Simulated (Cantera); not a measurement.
# Equilibrium for calcination and drying: MgSO4 + H2O

Charge: 1 mol MgSO4, 0.54 mol H2O, equilibrated at 1277 °C and 1330 Pa.

Method: chemical equilibrium by Gibbs-energy minimisation in Cantera with the NASA 1993 tables (ideal gas, pure condensed phases). Candidate condensed phases: H2O, H2SO4, Mg, MgO, Mg(OH)2, MgS, MgSO4, S; 26 gas species. Equilibrium is a limit: real reactors are often held back by kinetics, nucleation or transport.

```
Item                                  Value
--------------------------------  ---------
x(SO2)                                0.489
x(H2O)                                0.264
x(O2)                                 0.245
x(SO3)                             0.000816
x(OH)                              0.000593
x(O)                                3.35e-5
x(H2)                               1.67e-5
x(SO)                               6.57e-6
x(H)                                1.12e-6
n(MgO(s))                          1.00 mol
gas amount                        2.040 mol
log10 activity of S(l) (absent)       -9.33
log10 activity of Mg(l) (absent)     -13.24
```
